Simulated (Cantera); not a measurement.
A perfectly stirred reactor is fed with NO : N2 = 1 : 2.5 (molar parts), at 0.520 bar; it is held at 2073 K, and followed from long to short residence time.

Detailed kinetics in Cantera: GRI-Mech 3.0 (53 species, 325 reactions).

Task: What does this change do: 0.0047 parts H2O added?

Result: 
```
quantity                 before     after
---------------------  --------  --------
x(NO) at τ = 1.50 s       0.105     0.104
x(N2O) at τ = 1.50 s    5.04e-6   4.75e-6
x(O2) at τ = 1.50 s      0.0900    0.0903
x(N2) at τ = 1.50 s       0.804     0.804
x(O) at τ = 1.50 s     0.000488  0.000487
x(NO) at τ = 19.0 ms      0.281     0.281
x(N2O) at τ = 19.0 ms   3.70e-5   3.35e-5
x(O2) at τ = 19.0 ms    0.00221   0.00220
x(N2) at τ = 19.0 ms      0.717     0.716
x(O) at τ = 19.0 ms    0.000144   9.73e-5
```
